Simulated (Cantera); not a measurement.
Gas mixture: H₂O : C₂H₄ : CO₂ = 0.38 : 0.14 : 0.93 (molar parts), at 0.0750 Torr, frozen composition.

Cantera's kinetic-theory transport with the Lennard-Jones parameters of GRI-Mech 3.0, ideal gas; thermal conductivity in the mixture-averaged form. Polar gases are described roughly by these parameters. The composition is frozen, though it would react at the higher temperatures.

One state of this run: ρ (kg/m³) = 4.76e-5; cp (J/kg/K) = 1487; μ (µPa s) = 36.2; λ (mW/m/K) = 75.4; Pr = 0.715; D (cm²/s) H₂O = 13700; D (cm²/s) C₂H₂ = 10100; D (cm²/s) H₂ = 46900. D: mixture-averaged diffusion coefficient of that species in the mixture.

Question: Which value of T (K) does it belong to?
(A) 900
(B) 800
(C) 400
(D) 700

Answer: A, 900
